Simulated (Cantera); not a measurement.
**Thermodynamics of abatement and gas-phase synthesis, feed H₂O + SO₂ + O₂**

Input: 1 mol H₂O, 0.0075 mol SO₂, 1.3 mol O₂, held at 30.8 Torr.

These are equilibrium values from Cantera (NASA tables, ideal gas, pure condensed phases), not measurements of a reactor. Candidate condensed phases: H₂O, H₂SO₄, S; 19 gas species. Equilibrium is a limit: real reactors are often held back by kinetics, nucleation or transport.

```tsv
T (K)	x O₂	x H₂O	x OH	x O	x H	x H₂
1150	0.563	0.433	8.72e-6	3.08e-8	4.08e-11	1.23e-8
1350	0.563	0.433	0.000109	1.56e-6	8.98e-9	5.82e-7
1550	0.563	0.433	0.000705	2.90e-5	4.99e-7	1.03e-5
1750	0.562	0.431	0.00298	0.000277	1.12e-5	9.48e-5
1950	0.559	0.427	0.00933	0.00167	0.000133	0.000552
2150	0.549	0.414	0.0233	0.00715	0.000996	0.00229
2350	0.527	0.386	0.0482	0.0237	0.00523	0.00721
2550	0.482	0.330	0.0838	0.0632	0.0205	0.0177
```
x: gas mole fraction; nothing condenses.

From 1150 K to 2550 K nothing is condensed.
